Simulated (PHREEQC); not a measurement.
0.011 g of hydrous ferric oxide (600 m²/g; 0.2 weak and 0.005 strong sites per Fe, Dzombak-Morel constants, diffuse double layer) in 1 kg of water with 0.3 mol/kgw of an inert sodium salt and 2.6e-08 mol Na2SO4 and 1e-07 mol MgCl2, at 25 °C; the pH is set by adding NaOH or the inert anion's acid. O2 is buffered at 0.21 atm. CO2 from the air is kept out. Precipitation was switched off in this run.

Model: ion-association model, wateq4f.dat, run in PHREEQC.

```csv
pH,S sorbed (%),Mg sorbed (%),surface charge σ (C/m²),surface potential ψ (mV)
3,19.5,0.0,0.368,126
3.67,18.8,0.0,0.359,124
4.33,15.3,0.0,0.331,120
5,8.4,0.0,0.269,110
5.67,2.7,0.0,0.191,93
6.33,0.6,0.0,0.121,71
7.67,0.0,0.3,0.024,19
8.33,0.0,4.4,-0.012,-9
9,0.0,38.2,-0.051,-37
9.67,0.0,87.5,-0.101,-63
10.33,0.0,98.3,-0.165,-86
11,0.0,99.7,-0.242,-105
```

The oxide is taken as insoluble; below pH 4 it would dissolve.
